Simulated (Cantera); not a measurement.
Equilibrium for silicon epitaxy and polysilicon growth: SiCl₄ + HCl + H₂

Charge: 1 mol SiCl₄, 0.13 mol HCl, 27 mol H₂, at 1100 °C.

Equilibrium computed with Cantera from the NASA thermochemical tables; the gas is ideal and each condensed phase is pure. Candidate condensed phases: Si; 19 gas species. The tables' values for SiCl₃ are old estimates; treat these amounts as uncertain. Rates play no part.

```csv
P (Pa),x H₂,x HCl,x SiCl₂,x SiHCl₃,x SiCl₄,n Si(s)
100,0.885,0.0888,0.0257,2.48e-5,3.93e-5,0.237
230,0.885,0.0884,0.0254,5.62e-5,8.86e-5,0.236
540,0.886,0.0877,0.0250,0.000128,0.000201,0.234
1300,0.887,0.0863,0.0242,0.000295,0.000453,0.230
2900,0.889,0.0842,0.0230,0.000610,0.000913,0.225
6800,0.892,0.0807,0.0210,0.00125,0.00179,0.216
16000,0.897,0.0754,0.0182,0.00239,0.00317,0.202
37000,0.903,0.0685,0.0149,0.00411,0.00493,0.179
86000,0.910,0.0603,0.0115,0.00648,0.00679,0.145
200000,0.917,0.0516,0.00836,0.00939,0.00835,0.0978
```
x: gas mole fraction; n: condensed amount in mol.

From 0.750 Torr to 1500 Torr the condensed part is Si(s). The main Si-bearing gas is SiCl₂ at 0.750 Torr and SiHCl₃ at 1500 Torr. The share of Si in condensed phases is highest at 0.750 Torr (23.7 %) and lowest at 1500 Torr (9.8 %).
